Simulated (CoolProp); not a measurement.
Properties of sulfur hexafluoride at several states (Tc = 318.7 K, pc = 3.755 MPa, ω = 0.210).

The numbers come from the reference Helmholtz-energy equation of state, Guder 2009 in CoolProp.

| T (K) | p (MPa) | phase | cp (kJ/(kg K)) | cv (kJ/(kg K)) | conductivity (mW/(m K)) | Prandtl number |
|---|---|---|---|---|---|---|
| 373.5 | 0.148 | gas | (withheld) | (withheld) | 18.7 | (withheld) |
| 258.8 | 18.1 | liquid | 0.8726 | (withheld) | 78.3 | (withheld) |
| 567.3 | 8.33 | supercritical | (withheld) | 0.8713 | 40.3 | 0.748 |

**Question.** Some entries are withheld; supply them.

**Answer.** 
- 373.5, cp (kJ/(kg K)): 0.7716
- 373.5, cv (kJ/(kg K)): 0.7124
- 373.5, Prandtl number: 0.768
- 258.8, cv (kJ/(kg K)): 0.5951
- 258.8, Prandtl number: 3.67
- 567.3, cp (kJ/(kg K)): 0.9758

Viscosity comes from a separate model (Quiñones-Cisneros 2012). Thermal conductivity comes from a separate model (Assael 2012).
